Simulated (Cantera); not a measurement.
Feed: 1 mol TiO2, 0.45 mol CH4, a varied amount of N2, equilibrated at 2398.15 K and 37.0 Pa.

Method: chemical equilibrium by Gibbs-energy minimisation in Cantera with the NASA 1993 tables (ideal gas, pure condensed phases). Candidate condensed phases: C, C6H6, C7H8, C8H18, H2O, Ti, TiC, TiN, TiO, TiO2, Ti2O3, Ti3O5, Ti4O7; 139 gas species. The numbers say what is thermodynamically allowed, not how fast it happens.

x: gas mole fraction; n: condensed amount in mol.

```csv
n(N2) (mol),x N2,x H,x CO,x H2,x TiO,x TiO2,x O,n Ti3O5(l)
0.56,0.208,0.332,0.166,0.164,0.0885,0.0347,0.00128,0.222
0.81,?,0.310,?,?,0.0831,0.0358,?,0.214
1.2,0.349,0.282,0.131,0.118,0.0766,0.0373,0.00160,0.202
1.7,?,?,?,?,?,0.0389,?,?
2.5,0.508,0.219,0.0911,0.0713,0.0636,0.0409,0.00211,0.162
3.6,0.584,0.186,0.0727,0.0513,0.0577,0.0429,0.00244,0.126
5.1,0.649,0.155,0.0570,0.0356,0.0527,0.0449,0.00280,0.0774
7.5,0.712,0.123,0.0424,0.0225,0.0480,0.0467,0.00319,0
```

Question: What belongs in the gaps?

Answer: 
- 0.81, x N2: 0.271
- 0.81, x CO: 0.150
- 0.81, x H2: 0.143
- 0.81, x O: 0.00141
- 1.7, x N2: 0.424
- 1.7, x H: 0.253
- 1.7, x CO: 0.112
- 1.7, x H2: 0.0954
- 1.7, x TiO: 0.0704
- 1.7, x O: 0.00181
- 1.7, n Ti3O5(l): 0.187
